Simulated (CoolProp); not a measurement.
Vapour-liquid equilibrium of o-xylene (1) + n-decane (2) at 207.35 °C; x and y are mole fractions of (1).

Model: multi-fluid Helmholtz-energy mixture model, Zhou 2012 and Lemmon 2006; pair parameters Bell 2016, in CoolProp.

Give the bubble pressure and the first vapour's composition at x = 0.125, 0.2, 0.575. Is there an azeotrope?

x = 0.125: 0.2430 MPa, y = 0.198; x = 0.2: 0.2572 MPa, y = 0.303; x = 0.575: 0.3311 MPa, y = 0.704. No azeotrope shows between x = 0.05 and 0.95.

The pair parameters rest on a limited set of measurements; away from them the model extrapolates.
